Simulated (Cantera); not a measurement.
What does this Cantera script print?

```python
import numpy as np
import cantera as ct

gas_names = [...]  # 47 gases of nasa_gas.yaml made of Cl, H, N, O, Si
cond_names = """
    H2O(s) H2O(L) NH4CL(a) NH4CL(b) Si(cr) Si(L) SiO2(Lqz) SiO2(hqz) SiO2(L) Si2N2O(s) Si3N4(a)
""".split()


# ... load() reads the species with a 1 bar reference pressure and builds the phases ...
atoms = {
    'Si3N4': {'Si': 3, 'N': 4},
    'H2O': {'H': 2, 'O': 1},
    'N2': {'N': 2},
    'HCl': {'H': 1, 'CL': 1},
}
top_T = {'Si2N2O(s)': 2100, 'Si3N4(a)': 2400}  # K; cautious upper limits of use, not melting points


# ... equilibrate(T, P, feed) seeds the gas with the atoms and calls Mixture.equilibrate('TP', solver="vcs", rtol=1e-11, max_steps=5000) ...
results = []
feed = {'Si3N4': 1, 'H2O': 0.17, 'N2': 75, 'HCl': 1.5}  # mol
T = 1500  # K
for P in [1, 3.6, 13, 46, 170, 600, 2200, 7700, 28000, 100000]:
    mix = equilibrate(T, P, feed)
    results.append((T, P, feed, dict(zip(mix.species_names, mix.species_moles))))

top = {s: max(r[3][s] / sum(r[3][g] for g in gas_names) for r in results) for s in gas_names}
cols = sorted((s for s in top if top[s] > 0.001), key=lambda s: -top[s])[:8]
seen = [c for c in cond_names if any(r[3].get(c, 0) > 1e-12 for r in results)]
print("log10 of partial pressures in bar; condensed amounts in mol")
print(f"{'P/Pa':>10s}" + "".join(f"{s[:9]:>10s}" for s in cols + seen))
for T, P, feed, n in results:
    ng = sum(n[g] for g in gas_names)
    print(f"{P:10.4g}" + "".join(f"{np.log10(max(n[s] / ng * P / 1e5, 1e-99)):10.3f}" for s in cols)
          + "".join(f"{n.get(c, 0):10.4g}" for c in seen))
```

Result:

```
log10 of partial pressures in bar; condensed amounts in mol
      P/Pa        N2       HCL        H2     SiCL2       SiO        Si    Si(cr) Si2N2O(s)  Si3N4(a)
         1    -5.011    -7.348    -7.039    -7.150    -7.667    -7.978     2.176         0         0
       3.6    -4.454    -6.787    -6.477    -6.590    -7.110    -7.978     2.237         0         0
        13    -3.897    -6.112    -5.939    -6.063    -6.544    -8.263         0         0    0.7697
        46    -3.347    -5.438    -5.438    -5.582    -6.388    -8.629         0    0.1014    0.7623
       170    -2.779    -4.762    -4.934    -5.113    -6.578    -9.008         0     0.158    0.7726
       600    -2.231    -4.131    -4.459    -4.691    -6.760    -9.373         0    0.1678    0.7974
      2200    -1.667    -3.504    -3.973    -4.300    -6.948    -9.749         0    0.1696    0.8229
      7700    -1.123    -2.921    -3.492    -3.976    -7.130   -10.112         0    0.1699    0.8425
   2.8e+04    -0.562    -2.340    -2.971    -3.710    -7.317   -10.486         0      0.17    0.8556
     1e+05    -0.009    -1.783    -2.427    -3.508    -7.501   -10.854         0      0.17    0.8618
```

Equilibrium computed with Cantera from the NASA thermochemical tables; the gas is ideal and each condensed phase is pure. Mutual solubility and eutectic melting of coexisting phases are not modelled. The tables' values for SiCl3, SiCl are old estimates; treat these amounts as uncertain.
